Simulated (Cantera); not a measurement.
A closed system holds: 1 mol borazine, 4.8 mol NH₃, held at 25.0 Pa.

Method: chemical equilibrium by Gibbs-energy minimisation in Cantera with the NASA 1993 tables (ideal gas, pure condensed phases). Candidate condensed phases: B, BN; 15 gas species. The feed counts by its element totals alone. Kinetics and transport are ignored.

Which condensed phases are stable at each of these points (T (K)): 773, 923, 1073, 1223, 1373, 1523, 1673, 1823, 1973, 2123, 2273, 2423?


```csv
T (K),condensed phases,B condensed (%)
773,BN(s),100.0
923,BN(s),100.0
1073,BN(s),100.0
1223,BN(s),100.0
1373,BN(s),100.0
1523,BN(s),100.0
1673,BN(s),100.0
1823,BN(s),100.0
1973,B(s),99.7
2123,B(s),97.8
2273,B(s),82.4
2423,gas only,0.0
```

From 773 K to 1823 K the condensed part is BN(s). From 1973 K to 2273 K the condensed part is B(s). At 2423 K nothing is condensed.
